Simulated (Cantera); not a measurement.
Cantera run, input and output.

```python
import numpy as np
import cantera as ct

gas = ct.Solution("gri30.yaml")
gas.TPX = 625, 100000, {'CH4': 1, 'C2H6': 0.032, 'C3H8': 0.71, 'O2': 7.35, 'N2': 27.6, 'H2O': 4.4}
inlet = ct.Reservoir(gas, clone=True)
gas.equilibrate("HP")  # start burning
reactor = ct.IdealGasConstPressureReactor(gas, energy="on", clone=False)
exhaust = ct.Reservoir(gas, clone=True)
tau = [0.31, 0.15, 0.071, 0.034, 0.016, 0.0079, 0.0038, 0.0018, 0.00088, 0.00043, 0.0002, 9.9e-05][0]
for a, b in ((inlet, reactor), (reactor, exhaust)):
    ct.MassFlowController(a, b, mdot=lambda t: reactor.mass / tau)
net = ct.ReactorNet([reactor])
show = ['CH4', 'C2H6', 'C3H8', 'H2O', 'CH3']

rows = []
print(f"{'tau/s':>10s}{'T/K':>9s}" + "".join(f"{s:>11s}" for s in show))
for tau in [0.31, 0.15, 0.071, 0.034, 0.016, 0.0079, 0.0038, 0.0018, 0.00088, 0.00043, 0.0002, 9.9e-05]:
    net.initial_time = 0.0
    net.advance(30 * tau)
    before = gas.X
    net.advance(40 * tau)
    drift = np.max(np.abs(gas.X - before) / (gas.X + 1e-9))
    rows.append([gas.T, *gas[show].X, drift])
    print(f"{tau:10.3e}{gas.T:9.1f}" + "".join(f"{x:11.3e}" for x in gas[show].X))
```

Output:

```
     tau/s      T/K        CH4       C2H6       C3H8        H2O        CH3
 3.100e-01   2039.4  6.724e-07  2.923e-09  6.064e-08  2.211e-01  4.197e-07
 1.500e-01   2037.4  1.270e-06  5.816e-09  1.212e-07  2.209e-01  7.979e-07
 7.100e-02   2033.2  2.319e-06  1.153e-08  2.415e-07  2.205e-01  1.466e-06
 3.400e-02   2025.7  3.974e-06  2.195e-08  4.618e-07  2.198e-01  2.515e-06
 1.600e-02   2013.3  6.640e-06  4.115e-08  8.656e-07  2.188e-01  4.152e-06
 7.900e-03   1996.0  1.062e-05  7.258e-08  1.515e-06  2.175e-01  6.467e-06
 3.800e-03   1971.0  1.743e-05  1.294e-07  2.650e-06  2.156e-01  1.018e-05
 1.800e-03   1936.8  2.970e-05  2.341e-07  4.656e-06  2.131e-01  1.639e-05
 8.800e-04   1895.1  5.165e-05  4.213e-07  8.094e-06  2.103e-01  2.663e-05
 4.300e-04   1843.8  9.574e-05  7.937e-07  1.467e-05  2.071e-01  4.529e-05
 2.000e-04   1775.8  2.085e-04  1.735e-06  3.070e-05  2.037e-01  8.702e-05
 9.900e-05   1685.9  5.602e-04  4.699e-06  7.843e-05  2.006e-01  1.941e-04
```

Detailed kinetics in Cantera: GRI-Mech 3.0 (53 species, 325 reactions). GRI-Mech 3.0 was tuned for natural gas; its chemistry of propane as a main component is partial and can be far from experiment.
